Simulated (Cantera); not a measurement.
**Adiabatic ignition**

An adiabatic, constant-pressure homogeneous reactor starts with 4.95 % CH4, 7.42 % H2, 18.4 % O2, 69.2 % N2, at 1150 K and 0.987 atm.

Cantera simulation using GRI-Mech 3.0 (53 species, 325 reactions); the numbers are that mechanism's predictions, not measurements.

```tsv
t (s)	T (K)	x CH4	x H2	x O2	x HO2	x NO	x C2H6	x C2H4
1.00e-6	1150	0.0495	0.0742	0.184	5.19e-10	<1e-12	<1e-12	<1e-12
3.51e-6	1150	0.0495	0.0742	0.184	1.90e-9	<1e-12	<1e-12	<1e-12
1.23e-5	1150	0.0495	0.0742	0.184	7.37e-9	<1e-12	<1e-12	<1e-12
4.33e-5	1150	0.0495	0.0742	0.184	3.47e-8	<1e-12	3.30e-12	<1e-12
0.000152	1150	0.0495	0.0742	0.184	1.02e-6	<1e-12	1.72e-8	3.04e-10
0.000534	1231	0.0422	0.0702	0.176	0.000137	1.70e-10	0.00100	0.000396
0.00187	2505	<1e-12	0.00455	0.0502	6.37e-6	0.000853	<1e-12	<1e-12
0.00658	2502	<1e-12	0.00453	0.0488	6.18e-6	0.00376	<1e-12	<1e-12
0.0231	2495	<1e-12	0.00449	0.0465	5.86e-6	0.00864	<1e-12	<1e-12
0.0811	2493	<1e-12	0.00448	0.0458	5.77e-6	0.0101	<1e-12	<1e-12
0.285	2493	<1e-12	0.00448	0.0458	5.77e-6	0.0101	<1e-12	<1e-12
1.00	2493	<1e-12	0.00448	0.0458	5.77e-6	0.0101	<1e-12	<1e-12
```
x: mole fraction; the columns are a selection and need not sum to one.

- time of steepest temperature rise = 0.687 ms
- temperature at 1.00 s = 2493 K
- equilibrium temperature = 2493 K
- x(CH4) at 1.00 s = <1e-12 (gas-phase equilibrium <1e-12)
- x(H2) at 1.00 s = 0.00448 (gas-phase equilibrium 0.00448)
- x(O2) at 1.00 s = 0.0458 (gas-phase equilibrium 0.0458)
